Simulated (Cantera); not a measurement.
Charge: 1 mol Si3N4, 0.39 mol H2O, 44 mol N2, at 10.0 Torr.

Cantera equilibrium calculation (NASA polynomials, part measured and part estimated; ideal gas, pure solids and liquids). Candidate condensed phases: H2O, Si, SiO2, Si2N2O, Si3N4; 35 gas species. Mutual solubility and eutectic melting of coexisting phases are not modelled. The tables' values for SiN are old estimates; treat these amounts as uncertain. Kinetics and transport are ignored.

x: gas mole fraction; n: condensed amount in mol.

```tsv
T (K)	x N2	x Si	x H2	x SiO	x H	n Si2N2O(s)	n Si3N4(s)	n Si(l)
1673	0.990	5.59e-6	0.00870	0.00118	9.20e-5	0.338	0.757	0
1773	0.982	9.10e-5	0.00854	0.00866	0.000228	0	0.868	0
1873	0.982	___	0.00807	0.00833	___	0	0	2.57
1973	0.980	___	0.00779	0.00831	___	0	0	2.48
2073	0.974	0.00748	0.00727	0.00826	0.00194	0	0	2.21
2173	0.959	0.0212	0.00642	0.00814	0.00335	0	0	1.48
2273	0.931	0.0485	0.00519	0.00790	0.00524	0	0	0
```

Q: What belongs in the gaps?

A: 
- 1973, x Si: 0.00237
- 1973, x H: 0.00103
- 1873, x Si: 0.000661
- 1873, x H: 0.000502
